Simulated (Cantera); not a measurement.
Charge: 1 mol MgO, 0.75 mol F₂, 12 mol N₂, held at 68.0 Pa.

Method: chemical equilibrium by Gibbs-energy minimisation in Cantera with the NASA 1993 tables (ideal gas, pure condensed phases). Candidate condensed phases: Mg, MgF₂, MgO; 24 gas species. Kinetics and transport are ignored.

Q: At 1600 K, list the 5 most abundant gas species with their mole fractions, and the condensed phases.

A: N₂ 0.914, MgF₂ 0.0571, O₂ 0.0281, NO 0.000763, O 9.33e-5. Condensed: MgO(s).
